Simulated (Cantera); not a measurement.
Mixture: 47.7 % H2, 11.4 % O2, 40.9 % N2, equivalence ratio 2.1, at 2900000 Pa, adiabatic and at constant volume. Ignition delay is the time to a rise of 400 K.

Detailed kinetics in Cantera: the H2/O2 subset of GRI-Mech 3.0, which has no nitrogen chemistry. The hydrogen kinetics of GRI-Mech 3.0 are dated; newer H2 mechanisms differ, most at raised pressure. The pressure lies above the range GRI-Mech 3.0 was tuned for (to about 10 atm). Below about 950 K walls govern HO2 and H2O2 in real vessels.

Problem. At T0 = 1350 K, what is the delay, and which 5 reactions control it most (d ln τ / d ln k, from doubling and halving each rate constant)?

Solution. The delay is 6.71 µs.
| reaction | d ln τ / d ln k | faster rate |
|---|---|---|
| H + O2 <=> O + OH | -1.80 | shortens it |
| H + O2 + M <=> HO2 + M | 0.91 | lengthens it |
| H + O2 + N2 <=> HO2 + N2 | 0.47 | lengthens it |
| H + H2O2 <=> H2 + HO2 | -0.42 | shortens it |
| 2 OH (+M) <=> H2O2 (+M) | -0.24 | shortens it |
